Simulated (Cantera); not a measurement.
A closed system holds: 1 mol TiO2, 0.25 mol H2O, 1.6 mol N2, held at 927 °C and 87000 Pa.

Equilibrium computed with Cantera from the NASA thermochemical tables; the gas is ideal and each condensed phase is pure. Candidate condensed phases: H2O, Ti, TiN, TiO, TiO2, Ti2O3, Ti3O5, Ti4O7; 27 gas species. Gases not in the tables: TiO(OH)2. Equilibrium is a limit: real reactors are often held back by kinetics, nucleation or transport.

### Question
What is the equilibrium state?

### Answer
```
Property                                Result
-----------------------------------  ---------
x(N2)                                    0.865
x(H2O)                                   0.135
x(H2)                                  2.07e-6
n(TiO2(rutile))                       1.00 mol
gas amount                           1.850 mol
log10 activity of Ti4O7(s) (absent)      -7.79
log10 activity of Ti3O5(s) (absent)      -7.99
log10 activity of Ti2O3(s) (absent)      -8.42
```
